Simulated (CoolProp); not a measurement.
Saturation properties of water.

Computed with CoolProp (reference Helmholtz-energy equation of state, Wagner 2002).

```json
[
 {"T (°C)": "125.45", "p (MPa)": "0.2355", "surface tension (mN/m)": "53.8", "liquid conductivity (mW/(m K))": "683"},
 {"T (°C)": "156.05", "p (MPa)": "0.5586", "surface tension (mN/m)": "47.3", "liquid conductivity (mW/(m K))": "680"},
 {"T (°C)": "186.65", "p (MPa)": "1.166", "surface tension (mN/m)": "40.5", "liquid conductivity (mW/(m K))": "668"},
 {"T (°C)": "217.25", "p (MPa)": "2.200", "surface tension (mN/m)": "33.5", "liquid conductivity (mW/(m K))": "647"},
 {"T (°C)": "247.85", "p (MPa)": "3.834", "surface tension (mN/m)": "26.3", "liquid conductivity (mW/(m K))": "619"},
 {"T (°C)": "278.45", "p (MPa)": "6.268", "surface tension (mN/m)": "19.2", "liquid conductivity (mW/(m K))": "583"},
 {"T (°C)": "309.05", "p (MPa)": "9.738", "surface tension (mN/m)": "12.2", "liquid conductivity (mW/(m K))": "538"},
 {"T (°C)": "339.75", "p (MPa)": "14.55", "surface tension (mN/m)": "5.64", "liquid conductivity (mW/(m K))": "482"}
]
```

It boils at 100.0 °C under 1 atm.

Thermal conductivity comes from a separate model (Huber 2012). Surface tension comes from a separate correlation (Mulero 2012).
